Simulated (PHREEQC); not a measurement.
Solution (20 °C): 0.00045 mol Cu(NO3)2, 5.2e-06 mol H2SO4 and 1.6e-05 mol FeCl3 per kg of water. Closed to the air; pH follows from the charge balance.

The numbers come from PHREEQC with the ion-association model, phreeqc.dat.

No solid was allowed to form.

Task: What pH, specific conductance does the model give?

Result: pH 4.41; specific conductance 112 µS/cm.

Task: In which forms is Fe present?

Result: Fe(OH)2+ 86 %, FeOH+2 14 % of the Fe.

Saturation is exceeded, for instance for Fe(OH)3(a), Hematite (slow to form); the values hold only as long as no solid forms.
